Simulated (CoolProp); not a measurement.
The fluid at 298.15 K and 5.42 MPa flows at 6.3 m/s in a round tube of 6 mm bore and 0.25 µm roughness, fully developed (64/Re and Nu = 3.66 if laminar; Colebrook and Gnielinski if turbulent). The same conditions are run with several fluids, on thermodynamics alone (safety and materials aside).

Values from CoolProp's reference Helmholtz-energy equation of state of each fluid (nitrogen: Span 2000; dry air: Lemmon 2000; normal hydrogen: Leachman 2009; methane: Setzmann 1991; oxygen: Schmidt 1985). Blends and air are pseudo-pure fits.

| fluid | Reynolds number | Darcy friction factor | pressure drop (Pa/m) | heat-transfer coefficient (W/(m² K)) | mass flow (kg/h) |
|---|---|---|---|---|---|
| nitrogen | 124000 | 0.0175 | … | 1060 | 39.4 |
| dry air | 124000 | 0.0174 | 3690 | 1070 | 41.0 |
| normal hydrogen | 18000 | 0.0266 | 376 | 1470 | 2.74 |
| methane | 119000 | 0.0176 | 2240 | … | 24.7 |
| oxygen | … | 0.0174 | 4160 | 1100 | 46.3 |

**Question.** Some entries are withheld; supply them.

**Answer.** 
- nitrogen, pressure drop (Pa/m): 3550
- methane, heat-transfer coefficient (W/(m² K)): 1480
- oxygen, Reynolds number: 125000

Transport values come from each fluid's own correlations.
